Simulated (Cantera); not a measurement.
An isothermal, constant-pressure homogeneous reactor starts with CH4 : N2 = 1 : 16 (molar parts), at 2000 K and 0.0140 bar. Integrator tolerance rtol = 1e-08.

Detailed kinetics in Cantera: GRI-Mech 3.0 (53 species, 325 reactions). GRI-Mech 3.0 stops at C3 and has no aromatics, soot or wall deposition, so with more carbon than oxygen in the feed, carbon stays in small species such as C2H2 where larger ones or solid carbon would form. Radical loss at walls, strong at low pressure, is not modelled.

Q: What does this change do: temperature 2000 to 1725 K?

A: 
```
quantity                                            before                                      after
-----------------  ---------------------------------------  -----------------------------------------
x(CH4) at 60.0 s   1.43e-7 (gas-phase equilibrium 3.50e-7)    7.66e-6 (gas-phase equilibrium 2.73e-6)
x(CH3) at 60.0 s   1.37e-7 (gas-phase equilibrium 3.35e-7)    8.50e-7 (gas-phase equilibrium 3.03e-7)
x(CH2) at 60.0 s   8.59e-9 (gas-phase equilibrium 2.11e-8)    4.91e-9 (gas-phase equilibrium 1.75e-9)
x(C2H4) at 60.0 s  2.10e-7 (gas-phase equilibrium 3.84e-8)    1.29e-6 (gas-phase equilibrium 2.89e-7)
x(H) at 60.0 s     0.00395 (gas-phase equilibrium 0.00395)  0.000455 (gas-phase equilibrium 0.000456)
x(HCN) at 60.0 s   0.000250 (gas-phase equilibrium 0.0453)     4.59e-5 (gas-phase equilibrium 0.0431)
```
